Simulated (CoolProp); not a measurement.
Vapour-liquid equilibrium of CH2F2 (R32) (1) + n-butane (2) at 311.3 K; x and y are mole fractions of (1).

The numbers come from the multi-fluid Helmholtz-energy mixture model, Tillner-Roth 1997 and Bücker 2006; pair parameters Bell 2016 in CoolProp.

| x | bubble pressure (MPa) | y at the bubble point | dew pressure at overall composition x (MPa) | liquid density (mol/L) |
|---|---|---|---|---|
| 0.05 | 0.7102 | 0.473 | 0.3796 | 9.770 |
| 0.2 | 1.433 | 0.729 | 0.4562 | 10.34 |
| 0.35 | 1.795 | 0.785 | 0.5687 | 10.98 |
| 0.5 | 1.982 | 0.811 | 0.7507 | 11.71 |
| 0.65 | 2.120 | 0.836 | 1.096 | 12.68 |
| 0.8 | 2.255 | 0.876 | 1.906 | 14.10 |
| 0.95 | 2.361 | 0.956 | 2.358 | 16.34 |

No azeotrope shows between x = 0.05 and 0.95.

The pair parameters rest on a limited set of measurements; away from them the model extrapolates. With so large a gap from Raoult's law the liquid may split in two, which this calculation doesn't test in full.
